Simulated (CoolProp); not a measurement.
R245ca along the isobar 0.807 MPa: Z from the reference equation and from simpler models built on Tc = 447.6 K, pc = 3.941 MPa, ω = 0.355; each cubic takes its own stable root.

The numbers come from the reference Helmholtz-energy equation of state, Zhou 2016 in CoolProp.

| T (K) | phase | reference |
|---|---|---|
| 228.4 | liquid | 0.03668 |
| 260.1 | liquid | 0.03379 |
| 291.7 | liquid | 0.03174 |
| 323.4 | liquid | 0.03040 |
| 355 | liquid | 0.02976 |
| 386.7 | gas | 0.8653 |
| 418.3 | gas | 0.9021 |
| 450 | gas | 0.9263 |

How far does each simpler model (van der Waals, Soave-Redlich-Kwong, Peng-Robinson) lie from the reference over these 8 states: mean and median of the absolute difference, and the worst?


- van der Waals: mean 720.6 %, median 66.5 %, worst +2864.7 % at 355 K and 0.807 MPa
- Soave-Redlich-Kwong: mean 5.8 %, median 8.4 %, worst +10.1 % at 355 K and 0.807 MPa
- Peng-Robinson: mean 2.4 %, median 2.8 %, worst -4.2 % at 291.7 K and 0.807 MPa

At some of these states van der Waals gives the other phase, because its saturation line lies elsewhere.
